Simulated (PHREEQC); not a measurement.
PHREEQC input (ion-association model, wateq4f.dat):

```
SOLUTION_MASTER_SPECIES
  An  An-  0  An  62.0  # stands for a non-complexing anion
SOLUTION_SPECIES
  An- = An-
    -log_k 0
    -gamma 3.0 0
PHASES
  Fix_H+
    H+ = H+
    -log_k 0
SOLUTION 1
  temp 25
  units mmol/kgw
  pH 7 charge
  Na 5
  An 5
END
SELECTED_OUTPUT 1
  -reset false
  -pH true
  -pe true
  -ionic_strength true
  -water true
  -totals Na
  -molalities Hfo_wOH Hfo_wOH2+ Hfo_wO- Hfo_sOH Hfo_sOH2+ Hfo_sO-
USER_PUNCH 1
  -headings sigma psi
  10 PUNCH EDL("sigma", "Hfo"), EDL("psi", "Hfo")
PRINT
  -reset false
USE solution 1
SURFACE 1
  Hfo_wOH 3.59551e-05 600 0.016
  Hfo_sOH 8.98876e-07
EQUILIBRIUM_PHASES 1
  Fix_H+ -3 HAn 10
    -force_equality true
  O2(g) -0.68 10
END
# ... the last block is repeated for the other 12 points of pH, with NaOH or the acid as the point needs
```

Selected output (columns that matter, 13 of 13 rows; pH added in front):

```
pH	mu	Na	m_Hfo_wOH	m_Hfo_wOH2+	m_Hfo_wO-	m_Hfo_sOH	m_Hfo_sOH2+	m_Hfo_sO-	sigma	psi
3	0.0060923	0.005	6.5607e-06	2.9361e-05	3.3583e-08	1.6402e-07	7.3402e-07	8.3959e-10	0.30215	0.21528
3.5	0.0053514	0.005	1.2186e-05	2.3625e-05	1.4399e-07	3.0464e-07	5.9063e-07	3.5997e-09	0.24192	0.20719
4	0.0051162	0.005	1.7495e-05	1.8072e-05	3.8798e-07	4.3737e-07	4.518e-07	9.6996e-09	0.18219	0.19379
4.5	0.0050404	0.005	2.166e-05	1.3498e-05	7.9626e-07	5.4151e-07	3.3746e-07	1.9906e-08	0.13087	0.1772
5	0.0050152	0.005	2.449e-05	1.0106e-05	1.3596e-06	6.1224e-07	2.5264e-07	3.3989e-08	0.09011	0.15821
5.5	0.0050063	0.005	2.6157e-05	7.7843e-06	2.0135e-06	6.5393e-07	1.9461e-07	5.0339e-08	0.059455	0.13703
6	0.0050029	0.005	2.7006e-05	6.2941e-06	2.6546e-06	6.7516e-07	1.5735e-07	6.6365e-08	0.037497	0.11373
6.5	0.0050015	0.005	2.7383e-05	5.3782e-06	3.1939e-06	6.8457e-07	1.3445e-07	7.9848e-08	0.022504	0.088547
7	0.0050007	0.005	2.7532e-05	4.823e-06	3.6004e-06	6.8829e-07	1.2057e-07	9.001e-08	0.012596	0.061908
7.5	0.0050003	0.005	2.7585e-05	4.4744e-06	3.8959e-06	6.8962e-07	1.1186e-07	9.7397e-08	0.0059599	0.034307
8	0.005001	0.005001	2.76e-05	4.2264e-06	4.1289e-06	6.8999e-07	1.0566e-07	1.0322e-07	0.0010047	0.0062073
8.5	0.0050036	0.0050038	2.7594e-05	4.0028e-06	4.3579e-06	6.8986e-07	1.0007e-07	1.0895e-07	-0.003659	-0.021979
9	0.0050113	0.0050117	2.7562e-05	3.7411e-06	4.6518e-06	6.8905e-07	9.3528e-08	1.163e-07	-0.0093823	-0.04985
```

The oxide is taken as insoluble; below pH 4 it would dissolve.
